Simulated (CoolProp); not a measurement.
Properties of CHF3 (R23) along the isotherm 475 K (Tc = 299.3 K, pc = 4.832 MPa, ω = 0.263).

The numbers come from the reference Helmholtz-energy equation of state, Penoncello 2003 in CoolProp.

| p (MPa) | phase | cp (kJ/(kg K)) | cv (kJ/(kg K)) | expansivity (1/kK) | viscosity (µPa s) | Prandtl number | fugacity coefficient |
|---|---|---|---|---|---|---|---|
| 0.0764 | gas | … | 0.8436 | 2.115 | 22.6 | 0.946 | 0.9990 |
| 0.174 | gas | … | 0.8440 | 2.127 | 22.6 | 0.943 | 0.9978 |
| 0.396 | gas | 0.9681 | … | 2.156 | 22.6 | 0.936 | 0.9950 |
| 0.901 | gas | 0.9761 | 0.8469 | 2.221 | 22.6 | 0.923 | 0.9887 |
| 2.05 | gas | 0.9949 | 0.8515 | 2.373 | 22.8 | 0.902 | 0.9747 |
| 4.66 | gas | 1.041 | 0.8617 | … | 23.4 | 0.874 | 0.9442 |
| 10.6 | supercritical | 1.153 | 0.8827 | … | 26.3 | 0.875 | 0.8836 |
| 24.2 | supercritical | 1.314 | … | … | 39.5 | 1.01 | 0.7952 |

**Question.** Fill in the missing entries.

**Answer.** 
- 0.0764, cp (kJ/(kg K)): 0.9632
- 0.174, cp (kJ/(kg K)): 0.9647
- 0.396, cv (kJ/(kg K)): 0.8449
- 4.66, expansivity (1/kK): 2.731
- 10.6, expansivity (1/kK): 3.501
- 24.2, cv (kJ/(kg K)): 0.9133
- 24.2, expansivity (1/kK): 3.835

Viscosity comes from a separate model (Shan 2000). Thermal conductivity comes from a separate model (Shan 2000).
